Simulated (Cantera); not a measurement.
An isothermal, constant-pressure homogeneous reactor starts with CH₄ : H₂ : CO₂ = 0.01 : 1 : 0.0067 (molar parts), at 1750 K and 0.0217 atm. Integrator tolerance rtol = 1e-08.

Cantera simulation using GRI-Mech 3.0 (53 species, 325 reactions); the numbers are that mechanism's predictions, not measurements. Radical loss at walls, strong at low pressure, is not modelled.

Question: What does this change do: temperature 1750 to 2950 K?

Answer: 
```json
[
 {"quantity": "x(CH₄) at 40.0 s", "before": "0.000496 (gas-phase equilibrium 7.16e-5)", "after": "5.67e-8 (gas-phase equilibrium 5.68e-8)"},
 {"quantity": "x(H₂) at 40.0 s", "before": "0.982 (gas-phase equilibrium 0.984)", "after": "0.405 (gas-phase equilibrium 0.405)"},
 {"quantity": "x(CO₂) at 40.0 s", "before": "1.01e-5 (gas-phase equilibrium 1.00e-10)", "after": "1.25e-11 (gas-phase equilibrium 1.25e-11)"},
 {"quantity": "x(H) at 40.0 s", "before": "0.00156 (gas-phase equilibrium 0.00157)", "after": "0.584 (gas-phase equilibrium 0.584)"},
 {"quantity": "x(O₂) at 40.0 s", "before": "<1e-12 (gas-phase equilibrium <1e-12)", "after": "<1e-12 (gas-phase equilibrium <1e-12)"},
 {"quantity": "x(CO) at 40.0 s", "before": "0.00905 (gas-phase equilibrium 0.0130)", "after": "0.00917 (gas-phase equilibrium 0.00917)"}
]
```

Question: What does this change do: CO2 0.0067 to 0.00081 parts?

Answer: 
| quantity | before | after |
|---|---|---|
| x(CH₄) at 40.0 s | 0.000496 (gas-phase equilibrium 7.16e-5) | 0.000258 (gas-phase equilibrium 0.000122) |
| x(H₂) at 40.0 s | 0.982 (gas-phase equilibrium 0.984) | 0.992 (gas-phase equilibrium 0.992) |
| x(CO₂) at 40.0 s | 1.01e-5 (gas-phase equilibrium 1.00e-10) | 1.42e-7 (gas-phase equilibrium <1e-12) |
| x(H) at 40.0 s | 0.00156 (gas-phase equilibrium 0.00157) | 0.00157 (gas-phase equilibrium 0.00157) |
| x(O₂) at 40.0 s | <1e-12 (gas-phase equilibrium <1e-12) | <1e-12 (gas-phase equilibrium <1e-12) |
| x(CO) at 40.0 s | 0.00905 (gas-phase equilibrium 0.0130) | 0.00114 (gas-phase equilibrium 0.00158) |
GRI-Mech 3.0 stops at C3 and has no aromatics, soot or wall deposition, so with more carbon than oxygen in the feed, carbon stays in small species such as C2H2 where larger ones or solid carbon would form.
